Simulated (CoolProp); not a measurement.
The numbers come from the reference Helmholtz-energy equation of state, Akasaka 2015 in CoolProp.

**Question.** For R245fa, give the phase and the cp (kJ/(kg K)), speed of sound (m/s), Joule-Thomson coefficient (K/MPa), conductivity (mW/(m K)) at 149.25 °C and 0.221 MPa; 109.95 °C and 0.0304 MPa; 109.25 °C and 0.0111 MPa.

**Answer.** 
- 149.25 °C and 0.221 MPa: gas; cp 1.09, speed of sound 164, Joule-Thomson coefficient 8.77, conductivity 27.2
- 109.95 °C and 0.0304 MPa: gas; cp 1.01, speed of sound 159, Joule-Thomson coefficient 11.8, conductivity 23.4
- 109.25 °C and 0.0111 MPa: gas; cp 1.01, speed of sound 159, Joule-Thomson coefficient 11.9, conductivity 23.3

Thermal conductivity comes from a separate model (Huber 2003), an estimate that may be off by 10 % or more.
